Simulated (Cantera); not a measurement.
Input (Python, Cantera) and output of one run.

```python
import numpy as np
import cantera as ct

gas_names = """
    AL ALCL ALCL2 ALCL3 ALN ALO ALOCL ALO2 AL2 AL2CL6 AL2O AL2O2 CL CLO CL2 N NO NO2 NO3 N2 N2O O O2 O3
""".split()
cond_names = """
    AL(cr) AL(L) ALCL3(s) ALCL3(L) ALN(s) AL2O3(a) AL2O3(L)
""".split()


def load(file, names, dense=False):
    # The tables refer to 1 bar. Condensed volumes are neglected.
    table = {s.name: s for s in ct.Species.list_from_file(file)}
    out = []
    for n in names:
        d = dict(table[n].input_data)
        d["thermo"] = dict(d["thermo"], **{"reference-pressure": 1e5})
        if dense:
            d["equation-of-state"] = {"model": "constant-volume", "density": "1e6 g/cm^3"}
        out.append(ct.Species.from_dict(d))
    return out


gas = ct.Solution(thermo="ideal-gas", species=load("nasa_gas.yaml", gas_names))
cond = {s.name: ct.Solution(thermo="fixed-stoichiometry", species=[s], name=s.name)
        for s in load("nasa_condensed.yaml", cond_names, dense=True)}
atoms = {
    'AlCl3': {'AL': 1, 'CL': 3},
    'N2O': {'N': 2, 'O': 1},
    'N2': {'N': 2},
}
top_T = {'ALN(s)': 2750}  # K; cautious upper limits of use, not melting points


def equilibrate(T, P, feed):
    n = {}
    for name, mol in feed.items():
        for a, k in atoms[name].items():
            n[a] = n.get(a, 0.0) + k * mol
    gas.TPX = T, P, n
    mass = sum(n.values()) * gas.mean_molecular_weight
    gas.equilibrate("TP")
    valid = [c for c in cond.values() if c.min_temp <= T <= top_T.get(c.name, c.max_temp)]
    mix = ct.Mixture([(gas, mass / gas.mean_molecular_weight)] + [(c, 0.0) for c in valid])
    mix.T, mix.P = T, P
    mix.equilibrate("TP", solver="vcs", rtol=1e-11, max_steps=5000)
    return mix


results = []
feed = {'AlCl3': 1, 'N2O': 1.3, 'N2': 1.2}  # mol
T = 1575  # K
P = 13332.2  # Pa
mix = equilibrate(T, P, feed)
results.append((T, P, feed, dict(zip(mix.species_names, mix.species_moles))))
x = sorted(zip(gas.X, gas.species_names), reverse=True)
print(f"T = {T:g} K  P = {P:g} Pa  gas = {mix.phase_moles(0):.4g} mol")
print("   x: " + "  ".join(f"{s} {v:.3e}" for v, s in x if v > 0.0001))
print("   condensed (mol): " + ("  ".join(f"{mix.phase(i).name} {mix.phase_moles(i):.4g}"
      for i in range(1, mix.n_phases) if mix.phase_moles(i) > 1e-12) or "none"))
```

Result:

```
T = 1575 K  P = 13332.2 Pa  gas = 4.203 mol
   x: N2 5.947e-01  CL2 2.431e-01  CL 1.276e-01  ALCL3 3.332e-02  O2 1.125e-03  NO 1.103e-04
   condensed (mol): AL2O3(a) 0.43
```

Cantera equilibrium calculation (NASA polynomials, part measured and part estimated; ideal gas, pure solids and liquids).
